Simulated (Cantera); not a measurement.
Input (Python, Cantera):

```python
import numpy as np
import cantera as ct

gas = ct.Solution("h2o2.yaml")
gas.TPX = 400, 95000, {'H2': 1, 'O2': 0.2, 'N2': 0.752, 'H2O': 0.32}
flame = ct.FreeFlame(gas, width=0.041)
flame.set_refine_criteria(ratio=3, slope=0.08, curve=0.16)
flame.transport_model = "mixture-averaged"
flame.solve(loglevel=0, auto=True)
flame.transport_model = "multicomponent"
flame.soret_enabled = True
flame.solve(loglevel=0, refine_grid=True)
z, T = flame.grid, flame.T
thick = (T[-1] - T[0]) / np.gradient(T, z).max()
show = ['H2', 'O2', 'H2O', 'OH', 'HO2', 'H2O2']
print(f"laminar burning velocity  {flame.velocity[0] * 100:.3f} cm/s")
print(f"burnt temperature         {T[-1]:.1f} K")
print(f"thermal thickness         {thick * 1e3:.4f} mm")
print(f"grid points               {len(z)}")
z0 = z[flame.heat_release_rate.argmax()]
print(f"{'z/mm':>9s}{'T/K':>9s}{'u/(m/s)':>9s}" + "".join(f"{s:>11s}" for s in show))
rows = []
for k in (-3, -2, -1.5, -1, -0.5, -0.25, 0, 0.25, 0.5, 1, 2, 4, 8):
    zz = z0 + k * thick
    rows.append([k * thick, np.interp(zz, z, T), np.interp(zz, z, flame.velocity),
                 *(np.interp(zz, z, flame.X[gas.species_index(s)]) for s in show)])
    print(f"{rows[-1][0] * 1e3:9.3f}{rows[-1][1]:9.1f}{rows[-1][2]:9.3f}" + "".join(f"{x:11.3e}" for x in rows[-1][3:]))
```

It prints:

```
laminar burning velocity  267.129 cm/s
burnt temperature         1720.1 K
thermal thickness         0.3678 mm
grid points               111
     z/mm      T/K  u/(m/s)         H2         O2        H2O         OH        HO2       H2O2
   -1.103    400.0    2.671  4.401e-01  8.803e-02  1.408e-01  3.774e-14  1.040e-10  1.144e-11
   -0.736    400.0    2.671  4.400e-01  8.805e-02  1.409e-01  1.340e-12  4.923e-09  5.636e-10
   -0.552    400.3    2.669  4.392e-01  8.818e-02  1.411e-01  2.243e-11  1.153e-07  1.353e-08
   -0.368    402.5    2.666  4.349e-01  8.886e-02  1.422e-01  9.781e-10  2.325e-06  2.756e-07
   -0.184    466.9    2.950  4.027e-01  9.267e-02  1.517e-01  2.506e-05  2.917e-04  3.155e-05
   -0.092    717.5    4.431  3.746e-01  8.409e-02  1.780e-01  4.114e-04  3.367e-04  5.521e-05
    0.000   1029.6    6.329  3.406e-01  6.188e-02  2.248e-01  5.341e-04  1.304e-04  1.207e-05
    0.092   1250.5    7.688  3.015e-01  3.413e-02  2.781e-01  9.194e-04  5.497e-05  1.310e-06
    0.184   1374.6    8.456  2.754e-01  1.420e-02  3.157e-01  1.174e-03  2.067e-05  5.806e-07
    0.368   1477.3    9.078  2.625e-01  1.905e-03  3.396e-01  1.246e-03  2.551e-06  3.269e-07
    0.736   1551.8    9.504  2.661e-01  1.302e-04  3.444e-01  1.167e-03  1.788e-07  2.101e-07
    1.471   1616.2    9.861  2.721e-01  3.040e-05  3.462e-01  9.372e-04  5.015e-08  1.143e-07
    2.942   1663.7   10.117  2.767e-01  1.244e-05  3.477e-01  6.522e-04  2.264e-08  5.213e-08
```

Model: the H2/O2 subset of GRI-Mech 3.0, which has no nitrogen chemistry, integrated in Cantera. Burning velocities carry a grid error of a few per cent, more on coarse grids.
